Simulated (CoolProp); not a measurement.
Computed with CoolProp (reference Helmholtz-energy equation of state, Tillner-Roth 1997).

**Question.** Give the vapour pressure (MPa), liquid density (kg/m³), vapour Z, liquid viscosity (µPa s) of saturated CH2F2 (R32) at 195.5, 315.2 K.

**Answer.** 
```csv
T (K),p (MPa),liquid density (kg/m³),vapour Z,liquid viscosity (µPa s)
195.5,0.0219,1280,0.984,449
315.2,2.60,883,0.665,89.5
```

Viscosity comes from a separate model (Bell 2016), an estimate that may be off by 10 % or more.
